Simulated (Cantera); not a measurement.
## Thermodynamics of calcination and drying, feed MgSO4 + H2O

Input: 1 mol MgSO4, 1.3 mol H2O, held at 1.00 mbar.

These are equilibrium values from Cantera (NASA tables, ideal gas, pure condensed phases), not measurements of a reactor. Candidate condensed phases: H2O, H2SO4, Mg, MgO, Mg(OH)2, MgS, MgSO4, S; 26 gas species. Kinetics and transport are ignored.

From 1098 K to 1698 K the condensed part is MgO(s).

```csv
T (K),x H2O,x SO2,x O2,x OH,x SO3,n MgO(s)
1098,0.465,0.355,0.177,7.65e-6,0.00300,1.00
1148,0.465,0.356,0.178,1.66e-5,0.00189,1.00
1198,0.465,0.356,0.178,3.39e-5,0.00124,1.00
1248,0.464,0.356,0.178,6.52e-5,0.000843,1.00
1298,0.464,0.357,0.178,0.000119,0.000589,1.00
1348,0.464,0.357,0.178,0.000209,0.000424,1.00
1398,0.464,0.357,0.178,0.000351,0.000312,1.00
1448,0.464,0.357,0.178,0.000569,0.000235,1.00
1498,0.464,0.357,0.178,0.000894,0.000180,1.00
1548,0.463,0.357,0.178,0.00136,0.000140,1.00
1598,0.463,0.357,0.178,0.00202,0.000111,1.000
1648,0.462,0.357,0.178,0.00293,8.95e-5,1.000
1698,0.461,0.356,0.177,0.00415,7.29e-5,1.000
```
x: gas mole fraction; n: condensed amount in mol.
